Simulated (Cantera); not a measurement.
A closed system holds: 1 mol SiC, 4.4 mol H₂O, 10 mol H₂, at 51.0 Pa.

Equilibrium computed with Cantera from the NASA thermochemical tables; the gas is ideal and each condensed phase is pure. Candidate condensed phases: C, C₆H₆, C₇H₈, C₈H₁₈, H₂O, Si, SiC, SiO₂; 123 gas species. The tables hold silica as quartz up to 1696 K and as liquid above; real silica turns to tridymite and cristobalite and melts near 1996 K. Rates play no part.

At 1500 K, list the 6 most abundant gas species with their mole fractions, and the condensed phases.

H₂ 0.846, H₂O 0.0884, CO 0.0624, CO₂ 0.00252, H 0.000717, SiO 3.22e-5. Condensed: SiO₂(β-quartz).
